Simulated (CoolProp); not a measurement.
Saturation properties of oxygen (Tc = 154.6 K, pc = 50.46 bar, ω = 0.022).

Model: reference Helmholtz-energy equation of state, Schmidt 1985, in CoolProp.

```tsv
T (K)	p (bar)	vapour density (kg/m³)	vapour viscosity (µPa s)
105.5	3.931	15.67	8.17
107.4	4.522	17.88	8.33
109.3	5.176	20.32	8.49
111.1	5.858	22.86	?
113	6.646	25.80	8.80
114.8	?	28.85	8.96
116.7	8.398	?	9.13
118.6	9.417	36.23	9.30
120.4	10.46	40.22	9.46
122.3	11.65	44.82	9.64
124.2	12.94	49.85	9.83
126	?	55.05	10.0
127.9	15.73	61.06	10.2
129.7	17.23	67.28	10.4
131.6	?	74.48	10.6
```

**Question.** What belongs in the gaps?

**Answer.** 
- 111.1, vapour viscosity (µPa s): 8.64
- 114.8, p (bar): 7.461
- 116.7, vapour density (kg/m³): 32.38
- 126, p (bar): 14.25
- 131.6, p (bar): 18.93

It boils at 90.2 K under 1 atm.

Viscosity comes from a separate model (Lemmon 2004).
